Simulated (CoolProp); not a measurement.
Vapour-liquid equilibrium of n-butane (1) + cis-2-butene (2) at 108.85 °C; x and y are mole fractions of (1).

Model: multi-fluid Helmholtz-energy mixture model, Bücker 2006 and Lemmon 2005; pair parameters Bell 2016, in CoolProp.

| x | bubble pressure, mixture model (kPa) | bubble pressure, Raoult's law (kPa) | y, mixture model | y, Raoult's law |
|---|---|---|---|---|
| 0.05 | 1697 | 1692 | 0.054 | 0.053 |
| 0.125 | 1714 | 1701 | … | 0.133 |
| 0.2 | 1728 | 1710 | 0.211 | 0.211 |
| 0.275 | 1741 | 1719 | 0.287 | 0.289 |
| 0.35 | … | 1728 | 0.362 | 0.366 |
| 0.425 | 1762 | 1737 | 0.436 | 0.442 |
| 0.5 | 1770 | 1746 | 0.510 | 0.517 |
| 0.575 | 1778 | 1755 | 0.583 | 0.592 |
| 0.65 | 1785 | 1764 | 0.657 | 0.666 |
| 0.725 | 1790 | 1773 | 0.730 | 0.739 |
| 0.8 | 1795 | 1782 | … | 0.811 |
| 0.875 | 1800 | 1791 | 0.877 | 0.882 |
| 0.95 | 1804 | 1800 | 0.951 | 0.953 |

Problem. Complete the blanks.

Solution. 
- 0.125, y, mixture model: 0.134
- 0.35, bubble pressure, mixture model (kPa): 1752
- 0.8, y, mixture model: 0.804

The largest gap from Raoult's law is +1.4 % in bubble pressure, at x = 0.425. No azeotrope shows between x = 0.05 and 0.95.

Pair parameters are fitted to limited data, so mixtures are less certain than the pure fluids.
